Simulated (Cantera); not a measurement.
An adiabatic, constant-pressure homogeneous reactor starts with CH4 : O2 : N2 = 1 : 2.02 : 10.9 (molar parts), equivalence ratio 0.99, at 1750 K and 1100000 Pa.

Cantera simulation using GRI-Mech 3.0 (53 species, 325 reactions); the numbers are that mechanism's predictions, not measurements.

One state of this run: T (K) = 2848; x CH4 = <1e-12; x O2 = 0.0109; x NO2 = 4.31e-6; x CH2O = 1.02e-9; x CH2 = <1e-12. x: mole fraction; the columns are a selection and need not sum to one.

Task: Which value of t (s) does it belong to?
A. 4.64e-5
B. 2.15e-6
C. 1.00e-5
D. 0.00464

Result: D, 0.00464
